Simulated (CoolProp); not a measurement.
Vapour pressure (bar) of n-heptane: the reference equation beside estimates from Tc = 268.1 °C, pc = 27.74 bar, ω = 0.349. Clausius-Clapeyron is anchored at 128.95 °C with a constant enthalpy of vaporisation of 29.40 kJ/mol.

Model: reference Helmholtz-energy equation of state, Span 2003, in CoolProp. It is a short technical equation, of lower accuracy than the large ones.

```
T (°C)  reference  Lee-Kesler  Clausius-Clapeyron  Redlich-Kwong  Soave-Redlich-Kwong  Peng-Robinson
------  ---------  ----------  ------------------  -------------  -------------------  -------------
81.65      0.6028      0.5924              0.7117          1.359               0.5934         0.5988
97.35      0.9829      0.9730                 [?]          2.003               0.9727         0.9745
113.15      1.534       1.527               1.604          2.852                1.526          1.520
128.95      2.298       2.297               2.298          3.932                2.297          2.279
144.75        [?]       3.333               3.204          5.272                3.340          3.303
160.55      4.670       4.685               4.361          6.903                4.708          4.649
176.35      6.390       6.411               5.808          8.851                6.464          6.377
192.05      8.532       8.557               7.574          11.13                  [?]          8.538
207.85      11.20       11.22               9.722          13.79                11.37          11.23
223.65        [?]       14.47               12.28            [?]                14.68          14.52
239.45      18.40       18.41               15.30          20.31                18.64          18.50
```

Some entries are withheld; supply them.


- 97.35, Clausius-Clapeyron: 1.086
- 144.75, reference: 3.326
- 192.05, Soave-Redlich-Kwong: 8.654
- 223.65, reference: 14.45
- 223.65, Redlich-Kwong: 16.84

Absolute difference from the reference over all 11 rows, mean and median: Lee-Kesler 0.4 and 0.3 %, Clausius-Clapeyron 9.9 and 10.5 %, Redlich-Kwong 55.6 and 47.8 %, Soave-Redlich-Kwong 1.0 and 1.2 %, Peng-Robinson 0.5 and 0.5 %.
